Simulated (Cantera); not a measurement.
# Ammonia decomposition in nitride growth gas

An isothermal, constant-pressure homogeneous reactor starts with NH3 : N2 = 1 : 0.11 (molar parts), at 2148 K and 33.0 Torr.

Detailed kinetics in Cantera: the gas-phase N/H chemistry of the illustrative SiF4/NH3 mechanism in the Surface Chemkin manual (1991). Walls and surfaces, which speed up NH3 decomposition in real reactors, are not modelled.

```
t (s)       x NH3    x N2H4     x NH2       x N      x NH    x N2    x N2H2
--------  -------  --------  --------  --------  --------  ------  --------
6.00e-6     0.901  2.23e-12   2.10e-5    <1e-12  7.54e-10  0.0991  8.92e-11
2.10e-5     0.901  3.70e-11   7.73e-5  3.20e-12   1.30e-8  0.0991   3.27e-9
7.33e-5     0.901  4.89e-10  0.000273  2.00e-10   2.52e-7  0.0991   7.40e-8
0.000256    0.899   5.88e-9  0.000941   7.20e-9   3.81e-6  0.0991   1.32e-6
0.000896    0.895   4.40e-8   0.00257   6.17e-8   1.95e-5  0.0993   1.26e-5
0.00313     0.876   6.03e-8   0.00300   2.86e-7   2.90e-5   0.103   1.90e-5
0.0110      0.813   4.66e-8   0.00264   9.37e-7   3.57e-5   0.117   1.66e-5
0.0383      0.635   2.82e-8   0.00205   2.04e-6   4.14e-5   0.154   1.11e-5
0.134       0.306   9.68e-9   0.00120   2.90e-6   3.70e-5   0.224   4.11e-6
0.468      0.0441  6.91e-10  0.000322   3.20e-6   2.01e-5   0.279   4.30e-7
1.64      2.09e-5    <1e-12   1.30e-6   9.97e-7   7.15e-7   0.287  3.19e-11
5.72      8.32e-7    <1e-12   6.08e-8   6.38e-8   3.91e-8   0.287    <1e-12
20.0      2.62e-7    <1e-12   1.91e-8   2.01e-8   1.23e-8   0.287    <1e-12
```
x: mole fraction; the columns are a selection and need not sum to one.

Equilibrium at this temperature and pressure: NH3 2.19e-7, N2H4 <1e-12, NH2 1.60e-8, N 1.68e-8, NH 1.03e-8, N2 0.287, N2H2 <1e-12 (gas phase only).
